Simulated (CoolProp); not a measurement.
Values from CoolProp's reference Helmholtz-energy equation of state, Thol 2019.

**Question.** For tetradecamethylhexasiloxane (MD4M), give the phase and the density (kg/m³) at 467.9 K and 0.101 MPa.

**Answer.** 
- 467.9 K and 0.101 MPa: liquid; density 716
